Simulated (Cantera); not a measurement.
Charge: 1 mol SiCl₄, 0.081 mol C₃H₈, 11 mol H₂, at 1800 K and 233 Torr.

Cantera equilibrium calculation (NASA polynomials, part measured and part estimated; ideal gas, pure solids and liquids). Candidate condensed phases: C, C₆H₆, C₇H₈, C₈H₁₈, Si, SiC; 109 gas species. The tables' values for SiCl₃, SiCl are old estimates; treat these amounts as uncertain. Equilibrium is a limit: real reactors are often held back by kinetics, nucleation or transport.

Base state: H₂ 0.760, HCl 0.183, SiCl₂ 0.0531, SiCl₃ 0.00313, H 0.000560, SiHCl₃ 0.000310, SiCl₄ 0.000298, Cl 0.000103 (mole fractions); condensed: SiC(s).

Task: What changes in the equilibrium state with this change: H₂ from 11 to 380 mol?

Result: 
| species | before | after |
|---|---|---|
| H₂ | 0.760 | 0.989 |
| HCl | 0.183 | 0.00984 |
| H | 0.000560 | 0.000640 |
| SiCl₂ | 0.0531 | 0.000303 |
| SiCl₄ | 0.000298 | 3.77e-9 |
| SiCl₃ | 0.00313 | 8.42e-7 |
| SiHCl₃ | 0.000310 | 9.52e-8 |
| SiC(s), mol | 0.243 | 0.241 |
| Si(l), mol | 0 | 0.623 |
Mutual solubility and eutectic melting of coexisting phases are not modelled. Gases not in the tables: Si₂H₆ and higher silanes.
